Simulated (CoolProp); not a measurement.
Saturation properties of ammonia (Tc = 405.6 K, pc = 11.36 MPa, ω = 0.256).

Computed with CoolProp (reference Helmholtz-energy equation of state, Gao 2020).

```csv
T (K),p (MPa),vapour density (kg/m³),liquid conductivity (mW/(m K))
273.6,0.4365,3.512,558
280.7,0.5645,4.485,537
287.8,0.7198,5.660,516
294.9,0.9060,7.069,495
302,1.127,8.746,475
309.1,1.387,10.73,455
316.1,1.686,13.04,436
323.2,2.036,15.80,416
330.3,2.437,19.03,397
```

It boils at 239.8 K under 1 atm.

Thermal conductivity comes from a separate model (Tufeu 1984).
